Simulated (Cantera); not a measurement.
**Low-pressure radical oxidation in H2/O2**

An isothermal, constant-pressure homogeneous reactor starts with H2 : O2 = 0.037 : 1 (molar parts), at 1125 K and 0.00190 bar.

Model: the H2/O2 subset of GRI-Mech 3.0, which has no nitrogen chemistry, integrated in Cantera. Radical loss at walls, strong at low pressure, is not modelled. The temperature is held fixed by assumption; the heat of reaction is taken as removed at once.

```tsv
t (s)	x H2	x O2	x H	x H2O	x O	x HO2	x H2O2
5.00e-5	0.0357	0.964	4.69e-11	<1e-12	2.72e-12	4.95e-11	<1e-12
0.000229	0.0357	0.964	1.82e-10	5.15e-12	4.96e-11	2.26e-10	<1e-12
0.00105	0.0357	0.964	6.24e-10	3.17e-10	7.28e-10	1.04e-9	<1e-12
0.00478	0.0357	0.964	7.87e-9	2.22e-8	1.91e-8	4.75e-9	2.32e-12
0.0219	0.0347	0.964	0.000200	0.000700	0.000499	2.87e-7	4.07e-10
0.100	0.000448	0.936	0.00519	0.0317	0.0248	4.96e-7	8.84e-9
0.457	0.000377	0.941	0.00391	0.0326	0.0204	4.75e-7	9.15e-9
2.09	0.000185	0.953	0.00127	0.0346	0.00958	3.83e-7	9.70e-9
9.56	2.67e-5	0.962	6.81e-5	0.0360	0.00135	1.63e-7	7.79e-9
43.7	1.82e-6	0.964	1.21e-6	0.0363	9.20e-5	2.82e-8	2.97e-9
200	1.51e-7	0.964	2.91e-8	0.0363	7.66e-6	3.73e-9	6.49e-10
```
x: mole fraction; the columns are a selection and need not sum to one.

Equilibrium at this temperature and pressure: H2 2.06e-9, O2 0.964, H 4.66e-11, H2O 0.0363, O 1.05e-7, HO2 2.17e-9, H2O2 1.82e-11 (gas phase only).
